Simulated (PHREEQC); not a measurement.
0.033 g of hydrous ferric oxide (600 m²/g; 0.2 weak and 0.005 strong sites per Fe, Dzombak-Morel constants, diffuse double layer) in 1 kg of water with 0.3 mol/kgw of an inert sodium salt and 0.0016 mmol/kgw BaCl2, at 25 °C; the pH is set by adding NaOH or the inert anion's acid. Oxygen is held at 0.21 atm. The system is closed to CO2. Precipitation was switched off in this run.

Equilibrium calculation in PHREEQC: ion-association model, wateq4f.dat.

| pH | Ba sorbed (%) | surface charge σ (C/m²) | surface potential ψ (mV) |
|---|---|---|---|
| 4 | 0.0 | 0.349 | 123 |
| 4.38 | 0.0 | 0.328 | 120 |
| 4.75 | 0.0 | 0.296 | 115 |
| 5.12 | 0.0 | 0.255 | 107 |
| 5.5 | 0.0 | 0.210 | 98 |
| 5.88 | 0.0 | 0.167 | 86 |
| 6.25 | 0.0 | 0.129 | 74 |
| 6.62 | 0.1 | 0.095 | 61 |
| 7 | 0.3 | 0.066 | 46 |
| 7.38 | 0.9 | 0.041 | 31 |
| 7.75 | 3.0 | 0.020 | 16 |
| 8.12 | 9.0 | 0.000 | 0 |
| 8.5 | 22.7 | -0.020 | -16 |
| 8.88 | 42.5 | -0.042 | -31 |
| 9.25 | 61.7 | -0.065 | -46 |
| 9.62 | 76.4 | -0.092 | -59 |
| 10 | 86.4 | -0.125 | -73 |
